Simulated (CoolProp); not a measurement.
Vapour-liquid equilibrium of carbonyl sulfide (1) + propane (2) at 1.65 MPa; x and y are mole fractions of (1).

The numbers come from the multi-fluid Helmholtz-energy mixture model, Lemmon 2006 and Lemmon 2009; pair parameters Bell 2016 in CoolProp.

Give the bubble temperature and the first vapour's composition at x = 0.05, 0.275, 0.8. Is there an azeotrope?

x = 0.05: 47.3 °C, y = 0.063; x = 0.275: 43.9 °C, y = 0.318; x = 0.8: 37.8 °C, y = 0.830. No azeotrope shows between x = 0.05 and 0.95.

The pair parameters rest on a limited set of measurements; away from them the model extrapolates.
